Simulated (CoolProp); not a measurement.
Hydrogen chloride along the isotherm 647.3 K: density (kg/m³) from the reference equation and from simpler models built on Tc = 324.7 K, pc = 8.314 MPa, ω = 0.130; each cubic takes its own stable root.

Values from CoolProp's reference Helmholtz-energy equation of state, Thol 2018.

```json
[
 {"p (MPa)": "9.24", "phase": "supercritical", "reference": "64.56", "Redlich-Kwong": "64.58", "Soave-Redlich-Kwong": "63.12"},
 {"p (MPa)": "18.5", "phase": "supercritical", "reference": "131.5", "Redlich-Kwong": "131.7", "Soave-Redlich-Kwong": "126.1"},
 {"p (MPa)": "27.7", "phase": "supercritical", "reference": "197.7", "Redlich-Kwong": "197.9", "Soave-Redlich-Kwong": "186.4"},
 {"p (MPa)": "36.9", "phase": "supercritical", "reference": "261.8", "Redlich-Kwong": "260.9", "Soave-Redlich-Kwong": "243.0"},
 {"p (MPa)": "46.2", "phase": "supercritical", "reference": "323.0", "Redlich-Kwong": "319.2", "Soave-Redlich-Kwong": "295.9"},
 {"p (MPa)": "55.4", "phase": "supercritical", "reference": "379.2", "Redlich-Kwong": "371.2", "Soave-Redlich-Kwong": "343.6"},
 {"p (MPa)": "64.7", "phase": "supercritical", "reference": "430.9", "Redlich-Kwong": "418.0", "Soave-Redlich-Kwong": "387.4"},
 {"p (MPa)": "73.9", "phase": "supercritical", "reference": "477.3", "Redlich-Kwong": "459.2", "Soave-Redlich-Kwong": "426.6"},
 {"p (MPa)": "83.1", "phase": "supercritical", "reference": "519.0", "Redlich-Kwong": "496.0", "Soave-Redlich-Kwong": "462.3"}
]
```
